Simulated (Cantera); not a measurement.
Input: 1 mol Si, 1.2 mol Cl2, 17 mol H2, held at 1.00 bar.

These are equilibrium values from Cantera (NASA tables, ideal gas, pure condensed phases), not measurements of a reactor. Candidate condensed phases: Si; 19 gas species. The tables' values for SiCl3 are old estimates; treat these amounts as uncertain. Equilibrium is a limit: real reactors are often held back by kinetics, nucleation or transport.

x: gas mole fraction; n: condensed amount in mol.

```tsv
T (°C)	x H2	x HCl	x SiCl2	x SiCl4	x SiHCl3	n Si(s)
475	0.960	0.000444	1.76e-7	0.0196	0.0186	0.309
575	0.959	0.00172	3.63e-6	0.0197	0.0179	0.316
675	0.957	(withheld)	(withheld)	0.0194	0.0169	0.333
775	0.952	0.0114	0.000253	0.0183	0.0157	0.363
875	0.944	0.0221	0.00113	0.0160	0.0137	0.408
975	0.933	0.0369	0.00366	0.0121	0.0108	0.460
1075	0.919	0.0531	0.00862	0.00735	0.00721	0.503
1175	0.907	0.0663	0.0149	0.00329	0.00385	0.524
1275	0.900	0.0735	(withheld)	(withheld)	(withheld)	0.527
1375	0.897	0.0762	0.0230	0.000362	0.000712	0.522
```

Q: Fill in the missing entries.

A: 
- 675, x HCl: 0.00493
- 675, x SiCl2: 3.86e-5
- 1275, x SiCl2: 0.0199
- 1275, x SiCl4: 0.00114
- 1275, x SiHCl3: 0.00171
